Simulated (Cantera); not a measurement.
An adiabatic, constant-pressure homogeneous reactor starts with CO : H₂ : O₂ : N₂ = 1 : 0.18 : 0.983 : 3.7 (molar parts), at 1050 K and 3750 Torr. Integrator tolerance rtol = 1e-08.

Model: GRI-Mech 3.0 (53 species, 325 reactions), integrated in Cantera. The hydrogen kinetics of GRI-Mech 3.0 are dated; newer H2 mechanisms differ, most at raised pressure.

| quantity | before | after |
|---|---|---|
| time of steepest temperature rise | 1.10 ms | 0.297 ms |
| temperature at 0.200 s | 2467 K | 2442 K |
| equilibrium temperature | 2467 K | 2442 K |
| x(CO) at 0.200 s | 0.00930 (gas-phase equilibrium 0.00930) | 0.0122 (gas-phase equilibrium 0.0122) |
| x(H₂) at 0.200 s | 0.000270 (gas-phase equilibrium 0.000270) | 0.000359 (gas-phase equilibrium 0.000359) |
| x(O₂) at 0.200 s | 0.0712 (gas-phase equilibrium 0.0712) | 0.0724 (gas-phase equilibrium 0.0724) |
| x(CO₂) at 0.200 s | 0.179 (gas-phase equilibrium 0.179) | 0.176 (gas-phase equilibrium 0.176) |
| x(NO) at 0.200 s | 0.0119 (gas-phase equilibrium 0.0119) | 0.0114 (gas-phase equilibrium 0.0114) |
| x(N₂O) at 0.200 s | 1.38e-6 (gas-phase equilibrium 1.38e-6) | 8.59e-7 (gas-phase equilibrium 8.59e-7) |
| x(OH) at 0.200 s | 0.00375 (gas-phase equilibrium 0.00375) | 0.00428 (gas-phase equilibrium 0.00428) |

Problem. What was changed between the two runs?
(A) initial temperature 1050 to 1250 K
(B) pressure from 3750 Torr to 1580 Torr
(C) initial temperature 1050 to 1750 K
(D) constant volume in place of constant pressure

Solution. B, pressure from 3750 Torr to 1580 Torr
